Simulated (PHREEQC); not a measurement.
Consider water at 20 °C with 0.25 mol AgF and 0.0031 mol KNO3 per kg of water. Closed to the air; pH follows from the charge balance.

Equilibrium calculation in PHREEQC: ion-association model, wateq4f.dat.

No solid was allowed to form.

Predict the pH, ionic strength, activity of water.

pH 7.67; ionic strength 0.203 mol/kgw; activity of water 0.992.

In which forms is N present?

NO3- 95 %, AgNO3 4.8 % of the N.

The solution is supersaturated, for example in Ag2O, so a real one may precipitate; this is no full list.
